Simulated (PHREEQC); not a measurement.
**Spent oxide etchant (model solution)**

Consider water at 45 °C with 0.02 mol/kgw HF, 0.00061 mol/kgw (NH4)2SiF6 and 0.071 mol/kgw H3PO4. Closed to the air; pH follows from the charge balance.

Computed with PHREEQC (ion-association model, wateq4f.dat).

This is a speciation only: nothing precipitates in the calculation.

Predict the pH.

pH 1.76.

In which forms is P present?

H3PO4 73 %, H2PO4- 27 % of the P.

Species that the database lacks are ignored. H3PO4, which wateq4f.dat lacks, is added to it with the constant of phreeqc.dat. At this temperature some constants are extrapolated from 25 °C, and those without enthalpy data are left unchanged. SiF6-2 is the database's only silicon fluoride.
